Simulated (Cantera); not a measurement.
An adiabatic, constant-volume homogeneous reactor starts with CH4 : O2 : N2 = 1 : 1.33 : 5.01 (molar parts), equivalence ratio 1.5, at 1475 K and 7500 Torr.

Model: GRI-Mech 3.0 (53 species, 325 reactions), integrated in Cantera. Above 3000 K some thermodynamic fits are extrapolated.

x: mole fraction; the columns are a selection and need not sum to one.

```
t (s)     T (K)  P (bar)     x CH4      x O2      x NO    x HO2   x CH2CO      x H
--------  -----  -------  --------  --------  --------  -------  --------  -------
6.00e-6    1475    10.00     0.136     0.181    <1e-12  3.51e-6    <1e-12  1.05e-8
1.76e-5    1475     10.0     0.136     0.181    <1e-12  5.86e-6  5.47e-11  3.57e-8
5.15e-5    1477     10.0     0.136     0.181    <1e-12  9.00e-6   1.48e-8  1.01e-7
0.000151   1492     10.1     0.133     0.179  2.14e-12      ___       ___      ___
0.000441   3070     23.0  6.01e-11  0.000692   0.00264  1.84e-6    <1e-12   0.0111
0.00129    3070     23.0  6.01e-11  0.000692   0.00264  1.84e-6    <1e-12   0.0111
0.00379    3070     23.0  6.01e-11  0.000692   0.00264  1.84e-6    <1e-12   0.0111
0.0111     3070     23.0  6.01e-11  0.000692   0.00264  1.84e-6    <1e-12   0.0111
0.0325     3070     23.0  6.01e-11  0.000692   0.00264  1.84e-6    <1e-12   0.0111
0.0951     3070     23.0  6.01e-11  0.000692   0.00264  1.84e-6    <1e-12   0.0111
0.279      3070     23.0  6.01e-11  0.000692   0.00264  1.84e-6    <1e-12   0.0111
0.816      3070     23.0  6.01e-11  0.000692   0.00264  1.84e-6    <1e-12   0.0111
2.39       3070     23.0  6.01e-11  0.000692   0.00264  1.84e-6    <1e-12   0.0111
7.00       3070     23.0  6.01e-11  0.000692   0.00264  1.84e-6    <1e-12   0.0111
```

### Question
Some entries are withheld; supply them.

### Answer

- 0.000151, x HO2: 3.08e-5
- 0.000151, x CH2CO: 1.52e-6
- 0.000151, x H: 4.91e-7
